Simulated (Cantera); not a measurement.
An isothermal, constant-pressure homogeneous reactor starts with CH4 : H2O = 0.56 : 2.1 (molar parts), at 1898 K and 5.00 bar.

Computed with Cantera and GRI-Mech 3.0 (53 species, 325 reactions).

x: mole fraction; the columns are a selection and need not sum to one.

```json
[
 {"t (s)": "4.00e-5", "x CH4": "0.164", "x H2O": "0.766", "x CH2O": "0.000178", "x H": "6.09e-5", "x CH2CO": "1.59e-5", "x CH2": "[?]"},
 {"t (s)": "0.000155", "x CH4": "0.104", "x H2O": "0.714", "x CH2O": "7.45e-5", "x H": "0.000111", "x CH2CO": "9.13e-5", "x CH2": "[?]"},
 {"t (s)": "0.000598", "x CH4": "0.0512", "x H2O": "0.656", "x CH2O": "2.75e-5", "x H": "0.000160", "x CH2CO": "0.000115", "x CH2": "[?]"},
 {"t (s)": "0.00231", "x CH4": "0.0255", "x H2O": "0.579", "x CH2O": "9.96e-6", "x H": "0.000199", "x CH2CO": "8.23e-5", "x CH2": "[?]"},
 {"t (s)": "0.00894", "x CH4": "0.0160", "x H2O": "0.477", "x CH2O": "3.54e-6", "x H": "0.000222", "x CH2CO": "2.85e-5", "x CH2": "[?]"},
 {"t (s)": "0.0346", "x CH4": "0.00542", "x H2O": "0.400", "x CH2O": "8.28e-7", "x H": "0.000236", "x CH2CO": "2.82e-6", "x CH2": "[?]"},
 {"t (s)": "0.134", "x CH4": "9.23e-5", "x H2O": "0.383", "x CH2O": "1.30e-7", "x H": "0.000240", "x CH2CO": "6.36e-9", "x CH2": "5.65e-10"},
 {"t (s)": "0.517", "x CH4": "7.40e-8", "x H2O": "0.383", "x CH2O": "1.19e-7", "x H": "0.000241", "x CH2CO": "4.58e-12", "x CH2": "<1e-12"},
 {"t (s)": "2.00", "x CH4": "7.40e-8", "x H2O": "0.383", "x CH2O": "1.19e-7", "x H": "0.000241", "x CH2CO": "4.58e-12", "x CH2": "<1e-12"}
]
```

Task: Complete the blanks.

Result: 
- 4.00e-5, x CH2: 2.76e-6
- 0.000155, x CH2: 1.66e-6
- 0.000598, x CH2: 1.04e-6
- 0.00231, x CH2: 5.95e-7
- 0.00894, x CH2: 2.40e-7
- 0.0346, x CH2: 4.51e-8
